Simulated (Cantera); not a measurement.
Input (Python, Cantera):

```python
import numpy as np
import cantera as ct

gas = ct.Solution("gri30.yaml")
gas.TPX = 1200, 100000, {'CH4': 1, 'C2H6': 0.04, 'O2': 2.25, 'N2': 10.1}
reactor = ct.IdealGasReactor(gas, energy="on", clone=False)
net = ct.ReactorNet([reactor])
net.rtol, net.atol = 1e-08, 1e-16
show = ['CH4', 'C2H6', 'O2', 'H2O2', 'HO2', 'NO2']
times = np.geomspace(8e-06, 5, 14)

steps = ct.SolutionArray(gas, extra=["t"])
rows = []
print(f"{'t/s':>10s}{'T/K':>9s}{'P/Pa':>11s}" + "".join(f"{s:>11s}" for s in show))
for t in times:
    while net.time < t:
        t_next = net.step()
        steps.append(gas.state, t=t_next)
    rows.append([np.interp(t, steps.t, y) for y in (steps.T, steps.P, *steps(*show).X.T)])
    print(f"{t:10.3e}{rows[-1][0]:9.1f}{rows[-1][1]:11.4g}" + "".join(f"{x:11.3e}" for x in rows[-1][2:]))
rate = np.gradient(steps.T, steps.t)
print("integrator steps:", len(steps.t))
if steps.T.max() > steps.T[0] + 200:
    print(f"time of steepest temperature rise: {steps.t[rate.argmax()]:.4e} s")
gas.TPX = 1200, 100000, {'CH4': 1, 'C2H6': 0.04, 'O2': 2.25, 'N2': 10.1}
gas.equilibrate("UV")
print(f"equilibrium (UV): T = {gas.T:.1f} K  " + "  ".join(f"{s} {gas[s].X[0]:.3e}" for s in show))
```

Result:

```
       t/s      T/K       P/Pa        CH4       C2H6         O2       H2O2        HO2        NO2
 8.000e-06   1200.0      1e+05  7.468e-02  2.987e-03  1.680e-01  9.122e-12  4.704e-09  3.948e-28
 2.233e-05   1200.0      1e+05  7.468e-02  2.987e-03  1.680e-01  7.157e-11  1.373e-08  2.406e-26
 6.234e-05   1200.0      1e+05  7.468e-02  2.987e-03  1.680e-01  5.714e-10  4.303e-08  1.579e-24
 1.740e-04   1200.0      1e+05  7.468e-02  2.987e-03  1.680e-01  4.668e-09  1.550e-07  1.205e-22
 4.858e-04   1200.0      1e+05  7.468e-02  2.985e-03  1.680e-01  3.777e-08  6.517e-07  1.153e-20
 1.356e-03   1200.0      1e+05  7.467e-02  2.979e-03  1.680e-01  2.310e-07  2.355e-06  1.421e-18
 3.785e-03   1200.8  1.001e+05  7.453e-02  2.957e-03  1.679e-01  5.496e-07  4.156e-06  1.229e-16
 1.057e-02   1206.9  1.006e+05  7.360e-02  2.877e-03  1.672e-01  1.957e-06  9.933e-06  7.311e-15
 2.950e-02   2727.5  2.341e+05  1.617e-15  1.139e-29  1.813e-02  3.045e-07  5.603e-06  3.017e-06
 8.234e-02   2727.5  2.341e+05  1.617e-15  1.139e-29  1.813e-02  3.045e-07  5.602e-06  3.017e-06
 2.299e-01   2727.5  2.341e+05  1.617e-15  1.139e-29  1.813e-02  3.045e-07  5.602e-06  3.017e-06
 6.416e-01   2727.5  2.341e+05  1.617e-15  1.139e-29  1.813e-02  3.045e-07  5.602e-06  3.017e-06
 1.791e+00   2727.5  2.341e+05  1.617e-15  1.139e-29  1.813e-02  3.045e-07  5.602e-06  3.017e-06
 5.000e+00   2727.5  2.341e+05  1.617e-15  1.139e-29  1.813e-02  3.045e-07  5.602e-06  3.017e-06
integrator steps: 2261
time of steepest temperature rise: 1.8134e-02 s
equilibrium (UV): T = 2727.5 K  CH4 2.119e-15  C2H6 1.806e-29  O2 1.813e-02  H2O2 3.045e-07  HO2 5.602e-06  NO2 3.017e-06
```

Computed with Cantera and GRI-Mech 3.0 (53 species, 325 reactions).
